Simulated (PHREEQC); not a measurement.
Dissolve 0.11 mol KHCO3 and 0.22 mol Na2CO3 per kg of water at 79 °C. Closed to the air; pH follows from the charge balance.

The numbers come from PHREEQC with the ion-association model, phreeqc.dat.

Precipitation was switched off in this run.

### Question
Order these Na species by the share of Na that they hold, largest first: Na+, NaHCO3, NaCO3-.

### Answer
Na+ (54 %), NaCO3- (45 %), NaHCO3 (1.1 %)

### Question
Order these C species by the share of C that they hold, largest first: CO3-2, NaCO3-, HCO3-, NaHCO3.

### Answer
NaCO3- (60 %), HCO3- (32 %), CO3-2 (6.3 %), NaHCO3 (1.4 %)

The pH is 8.93 and the ionic strength 0.367 mol/kgw. Constants without temperature data keep their 25 °C values here.
